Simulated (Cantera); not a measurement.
A perfectly stirred reactor is fed with C3H8 : O2 : N2 = 1 : 10.2 : 38.4 (molar parts), equivalence ratio 0.49, at 1.20 bar; it is adiabatic with a 523 K inlet, and is followed from long to short residence time, starting on the burning branch (τ in s: 0.24, 0.071, 0.021, 0.0063, 0.0019, 0.00055, 0.00016, 4.9e-05, 1.5e-05).

Cantera simulation using GRI-Mech 3.0 (53 species, 325 reactions); the numbers are that mechanism's predictions, not measurements. GRI-Mech 3.0 was tuned for natural gas; its chemistry of propane as a main component is partial and can be far from experiment.

One state of this run: T (K) = 1654; x C3H8 = 3.65e-6; x O2 = 0.103; x HCO = 5.62e-8; x NO = 6.78e-6; x C2H6 = 1.54e-9; x CH2CO = 6.89e-6; x C2H4 = 1.03e-5. x: mole fraction; the columns are a selection and need not sum to one.

Task: Which value of τ (s) does it belong to?
A) 0.0019
B) 0.00016
C) 0.0063
D) 0.021

Result: D, 0.021
